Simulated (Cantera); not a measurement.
A perfectly stirred reactor is fed with H2 : O2 : N2 : H2O = 1.9 : 1 : 13 : 0.047 (molar parts), equivalence ratio 0.95, at 750 Torr; it is held at 1050 K, and followed from long to short residence time.

Cantera simulation using the H2/O2 subset of GRI-Mech 3.0, which has no nitrogen chemistry; the numbers are that mechanism's predictions, not measurements. The temperature is held fixed by assumption; the heat of reaction is taken as removed at once.

**Question.** Predict: x(H2) at τ = 19.0 s; x(O2) at τ = 19.0 s; x(O) at τ = 19.0 s; x(HO2) at τ = 19.0 s; x(H2O) at τ = 19.0 s; x(H2) at τ = 54.0 ms; x(O2) at τ = 54.0 ms; x(O) at τ = 54.0 ms; x(HO2) at τ = 54.0 ms; x(H2O) at τ = 54.0 ms.

**Answer.** 
| Item | Value |
|---|---|
| x(H2) at τ = 19.0 s | 0.000381 |
| x(O2) at τ = 19.0 s | 0.00352 |
| x(O) at τ = 19.0 s | 2.16e-7 |
| x(HO2) at τ = 19.0 s | 2.79e-6 |
| x(H2O) at τ = 19.0 s | 0.129 |
| x(H2) at τ = 54.0 ms | 0.00390 |
| x(O2) at τ = 54.0 ms | 0.00528 |
| x(O) at τ = 54.0 ms | 2.57e-5 |
| x(HO2) at τ = 54.0 ms | 6.67e-6 |
| x(H2O) at τ = 54.0 ms | 0.126 |
